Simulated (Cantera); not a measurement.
## Carbon deposition, reforming and gasification: toluene + NH3

A closed system holds: 1 mol toluene, 0.49 mol NH3, at 2375 K and 8.25 Torr.

Cantera equilibrium calculation (NASA polynomials, part measured and part estimated; ideal gas, pure solids and liquids). Candidate condensed phases: C, C6H6, C7H8, C8H18; 92 gas species. Equilibrium is a limit: real reactors are often held back by kinetics, nucleation or transport.

- x(H2): 0.822
- x(H): 0.122
- x(N2): 0.0410
- x(HCN): 0.00935
- x(C2H2 (acetylene)): 0.00510
- x(HNC): 0.000941
- x(CN): 6.67e-5
- x(C2H): 4.11e-5
- x(C4H2): 1.30e-5
- n(C(graphite)): 6.89 mol
- gas amount: 5.304 mol
